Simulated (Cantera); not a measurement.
# SiC + H2 (sublimation and decomposition of ceramics)

A closed system holds: 1 mol SiC, 0.093 mol H2, equilibrated at 2175 K.

Equilibrium computed with Cantera from the NASA thermochemical tables; the gas is ideal and each condensed phase is pure. Candidate condensed phases: C, C6H6, C7H8, C8H18, Si, SiC; 87 gas species. Gases not in the tables: Si2H6 and higher silanes. Rates play no part.

```csv
P (Pa),x H2,x Si,x H,x SiC2,x Si2C,x C2H2 (acetylene),x SiH,x Si2,n C(graphite),n SiC(s)
1,0.00854,0.770,0.143,0.0672,0.0111,1.91e-5,0.000105,0.000313,0.830,0
10,0.373,0.287,0.298,0.0250,0.0154,0.000832,0.000814,0.000434,0.0493,0.939
100,0.825,0.0287,0.140,0.00250,0.00154,0.00184,0.000383,4.34e-5,0.00254,0.996
1000,0.947,0.00322,0.0475,0.000223,0.000173,0.00167,0.000146,5.49e-6,0,1.000
10000,0.983,0.000660,0.0153,1.09e-5,3.55e-5,0.000414,9.62e-5,2.30e-6,0,1.000
100000,0.995,0.000125,0.00487,5.76e-7,6.70e-6,0.000117,5.78e-5,8.20e-7,0,1.000
1000000,0.998,2.80e-5,0.00154,2.56e-8,1.51e-6,2.33e-5,4.11e-5,4.15e-7,0,1.000
```
x: gas mole fraction; n: condensed amount in mol.

At 1.00e-5 bar the condensed part is C(graphite). From 0.000100 bar to 0.00100 bar the condensed part is C(graphite) + SiC(s). From 0.0100 bar to 10.0 bar the condensed part is SiC(s). The main Si-bearing gas is Si at 1.00e-5 bar and SiH2 at 10.0 bar.
